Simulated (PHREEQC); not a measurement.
Make-up at 20 °C: 0.0063 mol FeSO4, 1.3e-05 mol H3AsO4 and 4.5e-05 mol H2SO4 per kg of water. Closed to the air; pH follows from the charge balance.

Model: ion-association model, wateq4f.dat, run in PHREEQC.

```json
[
 {"quantity": "pH", "before": "4.14", "after": "4.45"},
 {"quantity": "ionic strength (mol/kgw)", "before": "0.0198", "after": "0.149"},
 {"quantity": "SO4-2 (mol/kgw)", "before": "0.00495", "after": "0.0373"},
 {"quantity": "HSO4- (mol/kgw)", "before": "2.10e-5", "after": "5.09e-5"}
]
```

Question: Name the change that produced these shifts.
A) H3AsO4 from 1.3e-05 to 0.00013 mol/kgw
B) temperature from 20 to 50 °C
C) FeSO4 from 0.0063 to 0.063 mol/kgw
D) FeSO4 left out
E) temperature from 20 to 40 °C

Answer: C, FeSO4 from 0.0063 to 0.063 mol/kgw

This is a speciation only: nothing precipitates in the calculation.
